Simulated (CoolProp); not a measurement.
CF4 (R14) at 293.15 K and 0.481 MPa flows at 0.096 m/s in a round tube of 50 mm bore and 15 µm roughness, fully developed (64/Re and Nu = 3.66 if laminar; Colebrook and Gnielinski if turbulent). Each further row changes one setting.

The numbers come from the reference Helmholtz-energy equation of state, Platzer 1990 in CoolProp. This equation is an older, rougher fit.

| case | Reynolds number | Darcy friction factor | pressure drop (Pa/m) | heat-transfer coefficient (W/(m² K)) | mass flow (kg/h) |
|---|---|---|---|---|---|
| as stated | 4940 | 0.0379 | 0.0617 | 5.24 | 12.0 |
| velocity 0.192 m/s | 9880 | … | 0.205 | 9.65 | … |
| diameter 100 mm | 9880 | 0.0312 | … | … | … |

Problem. Fill in the missing entries.

Solution. 
- velocity 0.192 m/s, Darcy friction factor: 0.0314
- velocity 0.192 m/s, mass flow (kg/h): 24.0
- diameter 100 mm, pressure drop (Pa/m): 0.0255
- diameter 100 mm, heat-transfer coefficient (W/(m² K)): 4.79
- diameter 100 mm, mass flow (kg/h): 48.0

Viscosity comes from a separate model (Huber 2003), an estimate that may be off by 10 % or more. Thermal conductivity comes from a separate model (Huber 2003), an estimate that may be off by 10 % or more.
